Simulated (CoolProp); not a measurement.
Model: reference Helmholtz-energy equation of state, Akasaka 2023, in CoolProp.

Task: For R1224YDZ, give the phase and the density (kg/m³), cv (kJ/(kg K)), Joule-Thomson coefficient (K/MPa), isothermal compressibility (1/MPa) at 50.55 °C and 2380 kPa.

Result: 
- 50.55 °C and 2380 kPa: liquid; density 1300, cv 0.849, Joule-Thomson coefficient -0.170, isothermal compressibility 0.00372
